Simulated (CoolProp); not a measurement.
Vapour-liquid equilibrium of cis-2-butene (1) + acetone (2) at 269.9 K; x and y are mole fractions of (1).

Computed with CoolProp (multi-fluid Helmholtz-energy mixture model, Lemmon 2005 and Lemmon 2006; pair parameters Bell 2016).

Question: Give the bubble pressure and the first vapour's composition at x = 0.2, 0.275, 0.5. Is there an azeotrope?

Answer: x = 0.2: 0.4371 bar, y = 0.847; x = 0.275: 0.5135 bar, y = 0.877; x = 0.5: 0.6293 bar, y = 0.912. No azeotrope shows between x = 0.05 and 0.95.

Pair parameters are fitted to limited data, so mixtures are less certain than the pure fluids. With so large a gap from Raoult's law the liquid may split in two, which this calculation doesn't test in full.
